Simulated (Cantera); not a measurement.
An isothermal, constant-pressure homogeneous reactor starts with N₂O : H₂O = 1 : 0.0071 (molar parts), at 1525 K and 0.987 atm.

Model: GRI-Mech 3.0 (53 species, 325 reactions), integrated in Cantera. GRI-Mech 3.0 was tuned for natural gas; its chemistry of N2O as a main component is partial and can be far from experiment. The temperature is held fixed by assumption; the heat of reaction is taken as removed at once.

x: mole fraction; the columns are a selection and need not sum to one.

```
t (s)       x N₂O    x H₂O     x N₂      x O₂    x H₂O₂      x NO
--------  -------  -------  -------  --------  --------  --------
2.00e-5     0.991  0.00704  0.00123  0.000481   2.44e-9  0.000339
7.52e-5     0.985  0.00700        …         …         …         …
0.000283    0.962  0.00692   0.0181   0.00763   4.30e-8   0.00506
0.00106     0.883  0.00673   0.0646    0.0275   2.06e-8    0.0177
0.00399     0.655  0.00619    0.199    0.0855   1.34e-8    0.0535
0.0150          …        …        …         …         …         …
0.0565     0.0259  0.00475    0.580     0.256   2.74e-9     0.132
0.212     5.61e-5  0.00470    0.597     0.265  5.88e-10     0.132
0.798     5.68e-6  0.00470    0.598     0.265  5.82e-10     0.131
3.00      5.59e-6  0.00470    0.598     0.266  5.82e-10     0.130
```

Problem. Some entries are withheld; supply them.

Solution. 
- 7.52e-5, x N₂: 0.00481
- 7.52e-5, x O₂: 0.00199
- 7.52e-5, x H₂O₂: 4.82e-8
- 7.52e-5, x NO: 0.00138
- 0.0150, x N₂O: 0.262
- 0.0150, x H₂O: 0.00528
- 0.0150, x N₂: 0.433
- 0.0150, x O₂: 0.188
- 0.0150, x H₂O₂: 9.00e-9
- 0.0150, x NO: 0.110
